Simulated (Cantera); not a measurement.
# Equilibrium for silicon oxide and oxynitride deposition: SiH4 + O3 + N2

Feed: 1 mol SiH4, 0.27 mol O3, 83 mol N2, held at 1473 K.

These are equilibrium values from Cantera (NASA tables, ideal gas, pure condensed phases), not measurements of a reactor. Candidate condensed phases: H2O, Si, SiO2, Si2N2O, Si3N4; 35 gas species. N2 is the only nitrogen source here; it is nearly inert below about 1500 K, so the nitride shown seldom forms there in practice. Mutual solubility and eutectic melting of coexisting phases are not modelled. The tables hold silica as quartz up to 1696 K and as liquid above; real silica turns to tridymite and cristobalite and melts near 1996 K. Rates play no part.

At 5.00 Pa the condensed part is Si2N2O(s) + Si3N4(s). At 26.0 Pa the condensed part is Si2N2O(s). From 1.40 mbar to 1.00 bar the condensed part is SiO2(β-quartz) + Si2N2O(s). The main Si-bearing gas is SiO throughout. The share of Si in condensed phases is highest at 1.00 bar (100.0 %) and lowest at 5.00 Pa (36.5 %).

| P (Pa) | x N2 | x H2 | x SiO | x H | x Si | x H2O | x SiN | x Si2N | n Si2N2O(s) | n Si3N4(s) | n SiO2(β-quartz) |
|---|---|---|---|---|---|---|---|---|---|---|---|
| 5 | 0.969 | 0.0233 | 0.00735 | 0.000273 | 7.52e-5 | 9.77e-11 | 7.56e-7 | 7.55e-7 | 0.182 | 0.000573 | 0 |
| 26 | 0.969 | 0.0233 | 0.00726 | 0.000120 | 5.42e-7 | 1.34e-8 | 1.24e-8 | 4.65e-10 | 0.190 | 0 | 0 |
| 140 | 0.970 | 0.0234 | 0.00687 | 5.17e-5 | 3.67e-9 | 1.88e-6 | 1.95e-10 | <1e-12 | 0.201 | 0 | 0.0111 |
| 710 | 0.976 | 0.0236 | 0.000786 | 2.31e-5 | 2.44e-10 | 3.27e-6 | 2.93e-11 | <1e-12 | 0.375 | 0 | 0.184 |
| 3700 | 0.976 | 0.0236 | 8.70e-5 | 1.01e-5 | 1.56e-11 | 5.68e-6 | 4.27e-12 | <1e-12 | 0.394 | 0 | 0.204 |
| 19000 | 0.976 | 0.0236 | 9.82e-6 | 4.46e-6 | 1.02e-12 | 9.79e-6 | <1e-12 | <1e-12 | 0.397 | 0 | 0.206 |
| 100000 | 0.976 | 0.0236 | 1.07e-6 | 1.94e-6 | <1e-12 | 1.70e-5 | <1e-12 | <1e-12 | 0.397 | 0 | 0.206 |
x: gas mole fraction; n: condensed amount in mol.
